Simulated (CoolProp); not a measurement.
A simple Rankine cycle with propylene: condensing at 300.15 K, boiler at 2.79 MPa, turbine inlet 353.1 K, turbine efficiency 0.6, pump efficiency 0.6, no recuperator. Each further row changes one setting.

The numbers come from the reference Helmholtz-energy equation of state, Lemmon 2013 in CoolProp.

```csv
case,thermal efficiency (%),net work (kJ/kg),heat in (kJ/kg),turbine exit temperature (K),volume ratio over the turbine
as stated,5.1,___,383,316.8,2.45
turbine inlet 373.1 K,5.4,23.2,431,340.2,___
condensing temperature 292.15 K,6.2,25.1,___,309.7,3.01
boiler pressure 1.95 MPa,3.3,13.6,412,335.2,___
turbine efficiency 0.5,4.1,___,383,___,2.48
```

Question: What belongs in the gaps?

Answer: 
- as stated, net work (kJ/kg): 19.7
- turbine inlet 373.1 K, volume ratio over the turbine: 2.38
- condensing temperature 292.15 K, heat in (kJ/kg): 404
- boiler pressure 1.95 MPa, volume ratio over the turbine: 1.63
- turbine efficiency 0.5, net work (kJ/kg): 15.5
- turbine efficiency 0.5, turbine exit temperature (K): 319.0
